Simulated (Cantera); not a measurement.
An adiabatic, constant-pressure homogeneous reactor starts with CH₄ : CO : O₂ : N₂ = 1 : 1 : 2.58 : 9.69 (molar parts), equivalence ratio 0.97, at 1775 K and 5.00 bar. Integrator tolerance rtol = 1e-08.

Cantera simulation using GRI-Mech 3.0 (53 species, 325 reactions); the numbers are that mechanism's predictions, not measurements.

Question: What does this change do: pressure from 5.00 bar to 1.10 bar?

Answer: 
```tsv
quantity	before	after
time of steepest temperature rise	33.9 µs	0.121 ms
temperature at 3.00 s	2946 K	2825 K
equilibrium temperature	2946 K	2825 K
x(CH₄) at 3.00 s	<1e-12 (gas-phase equilibrium <1e-12)	<1e-12 (gas-phase equilibrium <1e-12)
x(CO) at 3.00 s	0.0591 (gas-phase equilibrium 0.0591)	0.0656 (gas-phase equilibrium 0.0656)
x(O₂) at 3.00 s	0.0267 (gas-phase equilibrium 0.0267)	0.0306 (gas-phase equilibrium 0.0306)
x(C₂H₆) at 3.00 s	<1e-12 (gas-phase equilibrium <1e-12)	<1e-12 (gas-phase equilibrium <1e-12)
x(CH₃) at 3.00 s	<1e-12 (gas-phase equilibrium <1e-12)	<1e-12 (gas-phase equilibrium <1e-12)
x(CH₂) at 3.00 s	<1e-12 (gas-phase equilibrium <1e-12)	<1e-12 (gas-phase equilibrium <1e-12)
```

Question: What does this change do: initial temperature 1775 to 1350 K?

Answer: 
| quantity | before | after |
|---|---|---|
| time of steepest temperature rise | 33.9 µs | 2.01 ms |
| temperature at 3.00 s | 2946 K | 2779 K |
| equilibrium temperature | 2946 K | 2779 K |
| x(CH₄) at 3.00 s | <1e-12 (gas-phase equilibrium <1e-12) | <1e-12 (gas-phase equilibrium <1e-12) |
| x(CO) at 3.00 s | 0.0591 (gas-phase equilibrium 0.0591) | 0.0422 (gas-phase equilibrium 0.0422) |
| x(O₂) at 3.00 s | 0.0267 (gas-phase equilibrium 0.0267) | 0.0211 (gas-phase equilibrium 0.0211) |
| x(C₂H₆) at 3.00 s | <1e-12 (gas-phase equilibrium <1e-12) | <1e-12 (gas-phase equilibrium <1e-12) |
| x(CH₃) at 3.00 s | <1e-12 (gas-phase equilibrium <1e-12) | <1e-12 (gas-phase equilibrium <1e-12) |
| x(CH₂) at 3.00 s | <1e-12 (gas-phase equilibrium <1e-12) | <1e-12 (gas-phase equilibrium <1e-12) |

Question: What does this change do: pressure from 5.00 bar to 3.00 bar?

Answer: 
| quantity | before | after |
|---|---|---|
| time of steepest temperature rise | 33.9 µs | 51.2 µs |
| temperature at 3.00 s | 2946 K | 2906 K |
| equilibrium temperature | 2946 K | 2906 K |
| x(CH₄) at 3.00 s | <1e-12 (gas-phase equilibrium <1e-12) | <1e-12 (gas-phase equilibrium <1e-12) |
| x(CO) at 3.00 s | 0.0591 (gas-phase equilibrium 0.0591) | 0.0615 (gas-phase equilibrium 0.0615) |
| x(O₂) at 3.00 s | 0.0267 (gas-phase equilibrium 0.0267) | 0.0281 (gas-phase equilibrium 0.0281) |
| x(C₂H₆) at 3.00 s | <1e-12 (gas-phase equilibrium <1e-12) | <1e-12 (gas-phase equilibrium <1e-12) |
| x(CH₃) at 3.00 s | <1e-12 (gas-phase equilibrium <1e-12) | <1e-12 (gas-phase equilibrium <1e-12) |
| x(CH₂) at 3.00 s | <1e-12 (gas-phase equilibrium <1e-12) | <1e-12 (gas-phase equilibrium <1e-12) |
